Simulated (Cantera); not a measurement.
Fe₂O₃ + SO₂ + H₂O + O₂ (roasting and sulfation)

Feed: 1 mol Fe₂O₃, 1.1 mol SO₂, 1.7 mol H₂O, 8.3 mol O₂, at 1750 K.

Cantera equilibrium calculation (NASA polynomials, part measured and part estimated; ideal gas, pure solids and liquids). Candidate condensed phases: Fe, FeO, Fe(OH)₂, Fe(OH)₃, FeS, FeSO₄, FeS₂, Fe₂O₃, Fe₂(SO₄)₃, Fe₃O₄, H₂O, H₂SO₄, S; 22 gas species. Equilibrium is a limit: real reactors are often held back by kinetics, nucleation or transport.

From 0.0100 bar to 0.450 bar the condensed part is Fe₃O₄(s). From 1.60 bar to 20.0 bar the condensed part is Fe₂O₃(s). The main Fe-bearing gas is Fe(OH)₂ throughout.

| P (Pa) | log p O₂ | log p H₂O | log p SO₂ | log p SO₃ | log p OH | n Fe₃O₄(s) | n Fe₂O₃(s) |
|---|---|---|---|---|---|---|---|
| 1000 | -2.13 | -2.83 | -3.01 | -5.97 | -4.57 | 0.667 | 0 |
| 3500 | -1.58 | -2.28 | -2.47 | -5.16 | -4.16 | 0.667 | 0 |
| 13000 | -1.01 | -1.71 | -1.90 | -4.30 | -3.73 | 0.667 | 0 |
| 45000 | -0.47 | -1.17 | -1.36 | -3.50 | -3.33 | 0.667 | 0 |
| 160000 | 0.08 | -0.61 | -0.81 | -2.67 | -2.91 | 0 | 1.000 |
| 560000 | 0.62 | -0.07 | -0.27 | -1.86 | -2.51 | 0 | 1.000 |
| 2000000 | 1.17 | 0.49 | 0.28 | -1.04 | -2.09 | 0 | 1.000 |
log p: log10 of the partial pressure in bar; n: condensed amount in mol.
